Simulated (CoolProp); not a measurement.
The fluid at 293.15 K and 0.00623 MPa expands adiabatically to 0.000447 MPa with isentropic efficiency 0.7. The same conditions are run with several fluids, on thermodynamics alone (safety and materials aside).

Computed with CoolProp (reference Helmholtz-energy equation of state of each fluid (n-pentane: Thol 2019; R365MFC: Lemmon 2016; methane: Setzmann 1991)).

**Question.** Rank n-pentane, R365MFC, methane by work (kJ/kg), highest first.

**Answer.** methane (207), n-pentane (56.5), R365MFC (28.0)

| fluid | final temperature (K) | final density (kg/m³) |
|---|---|---|
| n-pentane | 256.9 | 0.0151 |
| R365MFC | 263.2 | 0.0303 |
| methane | 196.2 | 0.00440 |
